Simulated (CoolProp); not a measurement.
Vapour-liquid equilibrium of benzene (1) + n-heptane (2) at 139.15 °C; x and y are mole fractions of (1).

Computed with CoolProp (multi-fluid Helmholtz-energy mixture model, Thol 2012 and Span 2003; pair parameters Bell 2016).

| x | bubble pressure (MPa) | y at the bubble point | dew pressure at overall composition x (MPa) | liquid density (mol/L) |
|---|---|---|---|---|
| 0.05 | 0.3059 | 0.086 | 0.3003 | 5.837 |
| 0.125 | 0.3254 | 0.202 | 0.3123 | 6.022 |
| 0.2 | 0.3442 | 0.303 | 0.3251 | 6.218 |
| 0.275 | 0.3621 | 0.393 | 0.3388 | 6.427 |
| 0.35 | 0.3788 | 0.473 | 0.3533 | 6.651 |
| 0.425 | 0.3941 | 0.544 | 0.3687 | 6.891 |
| 0.5 | 0.4079 | 0.609 | 0.3846 | 7.148 |
| 0.575 | 0.4204 | 0.669 | 0.4008 | 7.426 |
| 0.65 | 0.4315 | 0.725 | 0.4166 | 7.727 |
| 0.725 | 0.4412 | 0.781 | 0.4314 | 8.052 |
| 0.8 | 0.4495 | 0.836 | 0.4442 | 8.406 |
| 0.875 | 0.4563 | 0.894 | 0.4543 | 8.792 |
| 0.95 | 0.4615 | 0.955 | 0.4612 | 9.213 |

No azeotrope shows between x = 0.05 and 0.95.

The pair parameters rest on a limited set of measurements; away from them the model extrapolates.
